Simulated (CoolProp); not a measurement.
CHF3 (R23) along the isobar 0.541 MPa: density (kg/m³) from the reference equation and from simpler models built on Tc = 26.1 °C, pc = 4.832 MPa, ω = 0.263; each cubic takes its own stable root.

Model: reference Helmholtz-energy equation of state, Penoncello 2003, in CoolProp.

```tsv
T (°C)	phase	reference
-119.15	liquid	1581
-92.75	liquid	1487
-66.35	liquid	1385
-39.95	gas	21.92
-13.55	gas	18.87
12.85	gas	16.75
39.25	gas	15.12
65.65	gas	13.81
```

Question: How far does each simpler model (Redlich-Kwong, Soave-Redlich-Kwong) lie from the reference over these 8 states: mean and median of the absolute difference, and the worst?

Answer: 
- Redlich-Kwong: mean 7.1 %, median 2.0 %, worst -17.9 % at -66.35 °C and 0.541 MPa
- Soave-Redlich-Kwong: mean 5.9 %, median 1.4 %, worst -15.1 % at -119.15 °C and 0.541 MPa
